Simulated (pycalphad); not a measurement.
## Invariant reactions of Cu-Zn

Computed with pycalphad from the COST 507 light-alloy database (1999), at 1 atm. No gas phase is included, though pure Zn would boil below 1177 °C. These are 1990s assessments: newer ones move some temperatures and phases. Diffusion is slow at the low end, where real alloys seldom reach equilibrium.

| type | reaction on cooling | T (°C) | Zn in phase 1 (at.%) | Zn in phase 2 (at.%) | Zn in phase 3 (at.%) |
|---|---|---|---|---|---|
| peritectic | FCC_A1 + LIQUID → BCC_A2 | 902.2 | 31.9 | 35.3 | 37.3 |
| peritectic | BCC_A2 + LIQUID → CUZN_GAMMA | 835.2 | 55.8 | 58.6 | 59.2 |
| peritectic | CUZN_GAMMA + LIQUID → BCC_A2 | 699.2 | 67.8 | 71.9 | 80.3 |
| peritectic | BCC_A2 + LIQUID → HCP_A3 | 600.3 | 77.3 | 79.2 | 88.2 |
| eutectoid | BCC_A2 → CUZN_GAMMA + HCP_A3 | 558.8 | 69.3 | 74.9 | 77.7 |
| peritectic | HCP_A3 + LIQUID → HCP_ZN | 421.3 | 87.4 | 98.1 | 98.3 |

Phases 1 to 3 are ordered by rising Zn content. The map covers 77 °C to 1177 °C; reactions that its mapper missed or could not classify are not listed.

Database names, with the compositions (at.%) that they take in these runs: CUZN_GAMMA: Zn 56-69 Cu 31-44. FCC_A1 is fcc; BCC_A2 is bcc; HCP_A3 is hcp; HCP_ZN is hcp (Zn). In Cu-Zn the hcp model also describes the ε phase near CuZn₄.
